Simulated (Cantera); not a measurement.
**SiHCl3 + Cl2 + H2 (silicon epitaxy and polysilicon growth)**

Charge: 1 mol SiHCl3, 0.043 mol Cl2, 66 mol H2, equilibrated at 2000 Pa.

Cantera equilibrium calculation (NASA polynomials, part measured and part estimated; ideal gas, pure solids and liquids). Candidate condensed phases: Si; 19 gas species. The tables' values for SiCl3 are old estimates; treat these amounts as uncertain. The numbers say what is thermodynamically allowed, not how fast it happens.

```csv
T (K),log p H2,log p HCl,log p SiCl4,log p SiCl2,log p SiHCl3,log p SiCl3,log p SiH2Cl2,n Si(s)
948,-1.71,-3.69,-3.89,-5.50,-4.24,-5.46,-5.60,0.338
998,-1.71,-3.52,-3.97,-5.10,-4.32,-5.23,-5.63,0.419
1048,-1.71,-3.38,-4.10,-4.78,-4.42,-5.07,-5.69,0.510
1098,-1.71,-3.27,-4.30,-4.52,-4.58,-4.98,-5.78,0.597
1148,-1.72,-3.20,-4.59,-4.34,-4.80,-4.98,-5.92,0.664
1198,-1.72,-3.16,-4.96,-4.23,-5.09,-5.07,-6.10,0.702
1248,-1.72,-3.14,-5.37,-4.17,-5.40,-5.20,-6.30,0.717
```
log p: log10 of the partial pressure in bar; n: condensed amount in mol.

From 948 K to 1248 K the condensed part is Si(s). The main Si-bearing gas is SiCl4 at 948 K and SiCl2 at 1248 K. The share of Si in condensed phases is highest at 1248 K (71.7 %) and lowest at 948 K (33.8 %).
